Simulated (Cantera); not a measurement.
A perfectly stirred reactor is fed with N2O : H2 : N2 = 1 : 0.0046 : 1.2 (molar parts), at 730 Pa; it is held at 1598 K, and followed from long to short residence time.

Cantera simulation using GRI-Mech 3.0 (53 species, 325 reactions); the numbers are that mechanism's predictions, not measurements. GRI-Mech 3.0 was tuned for natural gas; its chemistry of N2O as a main component is partial and can be far from experiment. Radical loss at walls, strong at low pressure, is not modelled. The temperature is held fixed by assumption; the heat of reaction is taken as removed at once.

x: mole fraction; the columns are a selection and need not sum to one.

| τ (s) | x N2O | x H2 | x H2O2 | x NO | x NO2 | x H2O | x O |
|---|---|---|---|---|---|---|---|
| 8.2 | 0.0330 | 4.89e-6 | 5.21e-11 | 0.0887 | 2.34e-5 | 0.00167 | 0.000151 |
| 1.5 | 0.136 | 2.27e-5 | 1.35e-10 | 0.0692 | 5.75e-5 | 0.00173 | 0.000157 |
| 0.26 | (withheld) | (withheld) | 9.70e-10 | (withheld) | (withheld) | 0.00178 | 0.000159 |
| 0.046 | 0.422 | 0.000480 | 9.22e-9 | 0.00650 | 8.20e-5 | 0.00148 | 0.000155 |
| 0.0083 | 0.447 | (withheld) | (withheld) | (withheld) | (withheld) | (withheld) | (withheld) |
| 0.0015 | 0.453 | 0.00199 | 3.49e-9 | 0.000169 | 1.39e-7 | 5.90e-5 | 0.000109 |
| 0.00026 | 0.453 | 0.00208 | 1.95e-11 | 1.30e-5 | 4.74e-11 | 9.18e-7 | 4.94e-5 |

Problem. What belongs in the gaps?

Solution. 
- 0.26, x N2O: 0.322
- 0.26, x H2: 0.000116
- 0.26, x NO: 0.0288
- 0.26, x NO2: 0.000121
- 0.0083, x H2: 0.00132
- 0.0083, x H2O2: 2.21e-8
- 0.0083, x NO: 0.00117
- 0.0083, x NO2: 1.07e-5
- 0.0083, x H2O: 0.000658
- 0.0083, x O: 0.000140
